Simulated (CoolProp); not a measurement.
Properties of CF4 (R14) at several states.

Model: reference Helmholtz-energy equation of state, Platzer 1990, in CoolProp. This equation is an older, rougher fit.

| T (°C) | p (bar) | phase | cp (kJ/(kg K)) | cv (kJ/(kg K)) | speed of sound (m/s) | isothermal compressibility (1/MPa) |
|---|---|---|---|---|---|---|
| -20.85 | 1.25 | gas | 0.6266 | 0.5286 | 166.7 | 8.066 |
| 114.25 | 10.1 | gas | 0.8219 | 0.7166 | 202.6 | 1.001 |
| 173.45 | 0.978 | gas | 0.8678 | 0.7725 | 217.6 | 10.23 |
| -23.15 | 1.06 | gas | 0.6223 | 0.5248 | 166.2 | 9.502 |
